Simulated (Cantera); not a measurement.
An adiabatic, constant-volume homogeneous reactor starts with H2 : O2 : N2 : H2O = 1 : 0.227 : 2.16 : 1 (molar parts), at 1750 K and 750 Torr. Integrator tolerance rtol = 1e-08.

Model: the H2/O2 subset of GRI-Mech 3.0, which has no nitrogen chemistry, integrated in Cantera.

What does this change do: O2 0.227 to 0.078 parts?


```csv
quantity,before,after
time of steepest temperature rise,15.2 µs,33.9 µs
temperature at 0.200 s,2469 K,2035 K
equilibrium temperature,2469 K,2035 K
x(H2) at 0.200 s,0.129 (gas-phase equilibrium 0.129),0.202 (gas-phase equilibrium 0.202)
x(O2) at 0.200 s,0.000139 (gas-phase equilibrium 0.000139),2.33e-7 (gas-phase equilibrium 2.33e-7)
x(H2O) at 0.200 s,0.344 (gas-phase equilibrium 0.344),0.278 (gas-phase equilibrium 0.278)
x(OH) at 0.200 s,0.00362 (gas-phase equilibrium 0.00362),0.000127 (gas-phase equilibrium 0.000127)
x(H) at 0.200 s,0.00684 (gas-phase equilibrium 0.00684),0.000871 (gas-phase equilibrium 0.000871)
x(H2O2) at 0.200 s,3.09e-8 (gas-phase equilibrium 3.09e-8),2.98e-10 (gas-phase equilibrium 2.98e-10)
x(O) at 0.200 s,0.000127 (gas-phase equilibrium 0.000127),3.96e-7 (gas-phase equilibrium 3.96e-7)
```

What does this change do: H2 1 to 0.52 parts?


```csv
quantity,before,after
time of steepest temperature rise,15.2 µs,17.0 µs
temperature at 0.200 s,2469 K,2474 K
equilibrium temperature,2469 K,2474 K
x(H2) at 0.200 s,0.129 (gas-phase equilibrium 0.129),0.0284 (gas-phase equilibrium 0.0284)
x(O2) at 0.200 s,0.000139 (gas-phase equilibrium 0.000139),0.00361 (gas-phase equilibrium 0.00361)
x(H2O) at 0.200 s,0.344 (gas-phase equilibrium 0.344),0.374 (gas-phase equilibrium 0.374)
x(OH) at 0.200 s,0.00362 (gas-phase equilibrium 0.00362),0.00870 (gas-phase equilibrium 0.00870)
x(H) at 0.200 s,0.00684 (gas-phase equilibrium 0.00684),0.00328 (gas-phase equilibrium 0.00328)
x(H2O2) at 0.200 s,3.09e-8 (gas-phase equilibrium 3.09e-8),1.74e-7 (gas-phase equilibrium 1.74e-7)
x(O) at 0.200 s,0.000127 (gas-phase equilibrium 0.000127),0.000665 (gas-phase equilibrium 0.000665)
```

What does this change do: constant pressure in place of constant volume?


```
quantity                                                              before                                    after
---------------------------------  -----------------------------------------  ---------------------------------------
time of steepest temperature rise                                    15.2 µs                                  15.3 µs
temperature at 0.200 s                                                2469 K                                   2366 K
equilibrium temperature                                               2469 K                                   2366 K
x(H2) at 0.200 s                         0.129 (gas-phase equilibrium 0.129)      0.130 (gas-phase equilibrium 0.130)
x(O2) at 0.200 s                   0.000139 (gas-phase equilibrium 0.000139)  6.47e-5 (gas-phase equilibrium 6.47e-5)
x(H2O) at 0.200 s                        0.344 (gas-phase equilibrium 0.344)      0.346 (gas-phase equilibrium 0.346)
x(OH) at 0.200 s                     0.00362 (gas-phase equilibrium 0.00362)  0.00229 (gas-phase equilibrium 0.00229)
x(H) at 0.200 s                      0.00684 (gas-phase equilibrium 0.00684)  0.00490 (gas-phase equilibrium 0.00490)
x(H2O2) at 0.200 s                   3.09e-8 (gas-phase equilibrium 3.09e-8)  1.45e-8 (gas-phase equilibrium 1.45e-8)
x(O) at 0.200 s                    0.000127 (gas-phase equilibrium 0.000127)  5.84e-5 (gas-phase equilibrium 5.84e-5)
```
